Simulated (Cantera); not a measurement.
Feed: 1 mol Si(CH3)4, 0.29 mol C2H2, 52 mol H2, at 925 K and 45000 Pa.

Equilibrium computed with Cantera from the NASA thermochemical tables; the gas is ideal and each condensed phase is pure. Candidate condensed phases: C, C6H6, C7H8, C8H18, Si, SiC; 87 gas species. The numbers say what is thermodynamically allowed, not how fast it happens.

Question: What is the equilibrium state?

Answer: 
```json
{
  "x(H2)": "0.935",
  "x(CH4)": "0.0654",
  "n(SiC(s))": "1.00 mol",
  "gas_amount": "54.71 mol",
  "log10 activity of C(graphite) (absent)": "-0.13",
  "log10 activity of Si(s) (absent)": "-3.58"
}
```
